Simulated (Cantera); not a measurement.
Cantera run:

```python
import numpy as np
import cantera as ct

gas_names = """
    B BF BF2 BF3 BH BHF2 BH2 BH3 BO BOF BOF2 BO2 B2 B2O B2O2 B2O3 B3O3F3 B3O3H3 F FO FO2 F2 F2O H HBO
    HBO2 HF HOF HO2 H2 H2F2 H2O H2O2 H3B3O6 H3F3 H4F4 H5F5 H6F6 H7F7 O OH O2 O3
""".split()
cond_names = """
    B(b) B(L) B2O3(L) B3O3H3(cr) H2O(s) H2O(L)
""".split()


# ... load() reads the species with a 1 bar reference pressure and builds the phases ...
atoms = {
    'BF3': {'B': 1, 'F': 3},
    'H2O': {'H': 2, 'O': 1},
}
top_T = {}  # K; cautious upper limits of use, not melting points


# ... equilibrate(T, P, feed) seeds the gas with the atoms and calls Mixture.equilibrate('TP', solver="vcs", rtol=1e-11, max_steps=5000) ...
results = []
feed = {'BF3': 1, 'H2O': 2.2}  # mol
P = 4900  # Pa
for T in [1098, 1198, 1298, 1398, 1498, 1598, 1698, 1798, 1898, 1998, 2098, 2198]:
    mix = equilibrate(T, P, feed)
    results.append((T, P, feed, dict(zip(mix.species_names, mix.species_moles))))

top = {s: max(r[3][s] / sum(r[3][g] for g in gas_names) for r in results) for s in gas_names}
cols = sorted((s for s in top if top[s] > 0.001), key=lambda s: -top[s])[:8]
seen = [c for c in cond_names if any(r[3].get(c, 0) > 1e-12 for r in results)]
print("log10 of partial pressures in bar; condensed amounts in mol")
print(f"{'T/K':>10s}" + "".join(f"{s[:9]:>10s}" for s in cols + seen))
for T, P, feed, n in results:
    ng = sum(n[g] for g in gas_names)
    print(f"{T:10.4g}" + "".join(f"{np.log10(max(n[s] / ng * P / 1e5, 1e-99)):10.3f}" for s in cols)
          + "".join(f"{n.get(c, 0):10.4g}" for c in seen))
```

Result:

```
log10 of partial pressures in bar; condensed amounts in mol
       T/K        HF       H2O       BOF       BF3      HBO2    B3O3F3        H2        OH   B2O3(L)
      1098    -1.770    -1.636    -4.144    -2.108    -4.591    -3.031    -6.907    -8.146    0.1228
      1198    -1.712    -1.669    -3.425    -2.171    -3.927    -3.056    -6.269    -7.357    0.1488
      1298    -1.677    -1.706    -2.831    -2.255    -3.375    -3.112    -5.734    -6.697    0.1444
      1398    -1.676    -1.754    -2.349    -2.398    -2.915    -3.236    -5.286    -6.141   0.06147
      1498    -1.660    -1.820    -2.111    -2.644    -2.737    -3.876    -4.915    -5.675         0
      1598    -1.628    -1.870    -2.047    -2.974    -2.738    -4.867    -4.584    -5.262         0
      1698    -1.611    -1.897    -2.024    -3.340    -2.741    -5.836    -4.278    -4.886         0
      1798    -1.604    -1.911    -2.016    -3.702    -2.740    -6.731    -3.999    -4.547         0
      1898    -1.602    -1.920    -2.014    -4.041    -2.738    -7.544    -3.747    -4.241         0
      1998    -1.601    -1.930    -2.015    -4.349    -2.737    -8.280    -3.520    -3.967         0
      2098    -1.601    -1.941    -2.016    -4.628    -2.740    -8.946    -3.316    -3.721         0
      2198    -1.603    -1.958    -2.019    -4.880    -2.748    -9.553    -3.135    -3.501         0
```

Method: chemical equilibrium by Gibbs-energy minimisation in Cantera with the NASA 1993 tables (ideal gas, pure condensed phases). The tables' values for BF2 are old estimates; treat these amounts as uncertain. Gases not in the tables: H3BO3.
